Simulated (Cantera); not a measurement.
Input: 1 mol PbO, 0.67 mol CO, 0.22 mol H₂, held at 93.0 Pa.

Method: chemical equilibrium by Gibbs-energy minimisation in Cantera with the NASA 1993 tables (ideal gas, pure condensed phases). Candidate condensed phases: C, C₆H₆, C₇H₈, C₈H₁₈, H₂O, Pb, PbO, PbO₂, Pb₃O₄; 113 gas species. Kinetics and transport are ignored.

Q: At 875 K, list the 5 most abundant gas species with their mole fractions, and the condensed phases.

A: CO₂ 0.752, H₂O 0.247, Pb 0.000725, CO 2.56e-5, H₂ 2.21e-5. Condensed: Pb(l) + PbO(yellow).
